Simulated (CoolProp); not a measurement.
Saturation properties of sulfur dioxide (Tc = 430.6 K, pc = 78.87 bar, ω = 0.256).

The numbers come from the reference Helmholtz-energy equation of state, Gao 2016 in CoolProp.

```
T (K)  p (bar)  liquid density (kg/m³)  vapour Z  surface tension (mN/m)
-----  -------  ----------------------  --------  ----------------------
292.6    3.244                    1382    0.9391                    22.7
303.5    4.673                    1352       [?]                    20.6
314.3    6.523                    1320       [?]                    18.5
325.2    8.906                    1287    0.8809                     [?]
336      11.86                    1252    0.8559                    14.4
346.8    15.50                    1215    0.8276                    12.4
357.7    19.95                    1176    0.7954                     [?]
368.5    25.24                    1133       [?]                    8.35
379.4    31.55                    1085    0.7180                    6.38
```

Problem. Fill in the missing entries.

Solution. 
- 303.5, vapour Z: 0.9224
- 314.3, vapour Z: 0.9032
- 325.2, surface tension (mN/m): 16.5
- 357.7, surface tension (mN/m): 10.3
- 368.5, vapour Z: 0.7593

It boils at 263.1 K under 1 atm.

Surface tension comes from a separate correlation (Mulero 2012).
